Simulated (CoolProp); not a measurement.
Propylene at 364.95 K and 0.107 MPa flows at 2 m/s in a round tube of 2 mm bore and 0.25 µm roughness, fully developed (64/Re and Nu = 3.66 if laminar; Colebrook and Gnielinski if turbulent). Each further row changes one setting.

Model: reference Helmholtz-energy equation of state, Lemmon 2013, in CoolProp.

```
case            Reynolds number  Darcy friction factor  pressure drop (Pa/m)  heat-transfer coefficient (W/(m² K))  mass flow (kg/h)
--------------  ---------------  ---------------------  --------------------  ------------------------------------  ----------------
as stated                   570                  0.112                   168                                  44.9            0.0338
velocity 4 m/s             1140                 0.0561                   336                                  44.9            0.0677
diameter 4 mm              1140                 0.0561                  42.0                                  22.5             0.135
```

Viscosity comes from a separate model (Huber 2003), an estimate that may be off by 10 % or more. Thermal conductivity comes from a separate model (Huber 2003), an estimate that may be off by 10 % or more.
